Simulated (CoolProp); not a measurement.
A single-stage vapour-compression cycle with R245ca: evaporating at 302.15 K (dew point), condensing at 322.15 K (bubble point), superheat 8 K, subcooling 2 K, compressor efficiency 0.75, no pressure losses. Each further row changes one setting.

Model: reference Helmholtz-energy equation of state, Zhou 2016, in CoolProp.

```tsv
case	cooling COP	pressure ratio	discharge temperature (K)	refrigerating effect (kJ/kg)	volumetric capacity (kJ/m³)
as stated	10.7	2.00	330.7	184	1160
evaporating temperature 307.15 K	14.7	1.66	330.4	188	1420
condensing temperature 317.15 K	14.5	1.70	325.8	191	1210
subcooling 7 K	11.1	2.00	330.7	191	1210
superheat 18 K	10.8	2.00	340.8	194	1180
compressor efficiency 0.65	9.23	2.00	333.4	184	1160
```
